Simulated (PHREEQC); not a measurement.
A solution holds 0.0017 mol/kgw H4SiO4, at 25 °C. Closed to the air; pH follows from the charge balance.

Model: ion-association model, wateq4f.dat, run in PHREEQC.

No solid was allowed to form.

Predict the pH, ionic strength.

pH 6.29; ionic strength 5.11e-7 mol/kgw.

The solution is supersaturated, for example in Quartz (slow to form), Chalcedony (slow to form), so a real one may precipitate; this is no full list. Species that the database lacks are ignored.
